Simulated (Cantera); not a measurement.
# Low-pressure radical oxidation in H2/O2

An isothermal, constant-pressure homogeneous reactor starts with 20.7 % H2, 76.8 % O2, 2.46 % N2, equivalence ratio 0.14, at 975 K and 1330 Pa.

Cantera simulation using GRI-Mech 3.0 (53 species, 325 reactions); the numbers are that mechanism's predictions, not measurements. Radical loss at walls, strong at low pressure, is not modelled. The temperature is held fixed by assumption; the heat of reaction is taken as removed at once.

```json
[
 {"t (s)": "0.000800", "x H2": "0.207", "x O2": "0.768", "x O": "1.95e-9", "x H2O2": "<1e-12", "x HO2": "6.96e-10", "x OH": "7.29e-10"},
 {"t (s)": "0.00211", "x H2": "0.207", "x O2": "0.768", "x O": "1.01e-6", "x H2O2": "1.78e-11", "x HO2": "4.79e-8", "x OH": "3.77e-7"},
 {"t (s)": "0.00558", "x H2": "0.0263", "x O2": "0.693", "x O": "0.0299", "x H2O2": "3.80e-7", "x HO2": "1.47e-5", "x OH": "0.00556"},
 {"t (s)": "0.0147", "x H2": "0.00310", "x O2": "0.732", "x O": "0.00766", "x H2O2": "5.18e-7", "x HO2": "1.69e-5", "x OH": "0.00211"},
 {"t (s)": "0.0389", "x H2": "0.000311", "x O2": "0.740", "x O": "0.000659", "x H2O2": "4.25e-7", "x HO2": "7.90e-6", "x OH": "0.000479"},
 {"t (s)": "0.103", "x H2": "3.68e-5", "x O2": "0.741", "x O": "7.28e-5", "x H2O2": "2.26e-7", "x HO2": "2.01e-6", "x OH": "0.000155"},
 {"t (s)": "0.271", "x H2": "4.86e-6", "x O2": "0.741", "x O": "1.18e-5", "x H2O2": "1.00e-7", "x HO2": "4.40e-7", "x OH": "6.37e-5"},
 {"t (s)": "0.717", "x H2": "7.46e-7", "x O2": "0.741", "x O": "2.60e-6", "x H2O2": "4.33e-8", "x HO2": "1.08e-7", "x OH": "3.00e-5"},
 {"t (s)": "1.89", "x H2": "1.56e-7", "x O2": "0.741", "x O": "7.10e-7", "x H2O2": "1.91e-8", "x HO2": "3.10e-8", "x OH": "1.57e-5"},
 {"t (s)": "5.00", "x H2": "4.27e-8", "x O2": "0.741", "x O": "2.21e-7", "x H2O2": "8.45e-9", "x HO2": "1.01e-8", "x OH": "8.71e-6"}
]
```
x: mole fraction; the columns are a selection and need not sum to one.

Equilibrium at this temperature and pressure: H2 9.54e-11, O2 0.741, O 5.41e-10, H2O2 4.66e-11, HO2 8.22e-10, OH 4.29e-7 (gas phase only).
